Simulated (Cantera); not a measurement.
Input: 1 mol FeS2, 0.79 mol H2S, 1.4 mol O2, equilibrated at 975 K.

These are equilibrium values from Cantera (NASA tables, ideal gas, pure condensed phases), not measurements of a reactor. Candidate condensed phases: Fe, FeO, Fe(OH)2, Fe(OH)3, FeS, FeSO4, FeS2, Fe2O3, Fe2(SO4)3, Fe3O4, H2O, H2SO4, S; 22 gas species. FeS: taken at fixed stoichiometry. Gases not in the tables: S3 to S7. Equilibrium is a limit: real reactors are often held back by kinetics, nucleation or transport.

Task: Which condensed phases are stable at each of these points (P (Pa)): 1000, 2600, 6700, 17000, 45000, 120000, 300000, 770000, 2000000?

Result: 
```csv
P (Pa),condensed phases,Fe condensed (%)
1000,FeS(s),100.0
2600,FeS(s),100.0
6700,FeS(s),100.0
17000,FeS(s),100.0
45000,FeS(s),100.0
120000,FeS(s),100.0
300000,FeS(s) + FeS2(s),100.0
770000,FeS(s) + FeS2(s),100.0
2000000,FeS(s) + FeS2(s),100.0
```

From 10.0 mbar to 1.20 bar the condensed part is FeS(s). From 3.00 bar to 20.0 bar the condensed part is FeS(s) + FeS2(s).
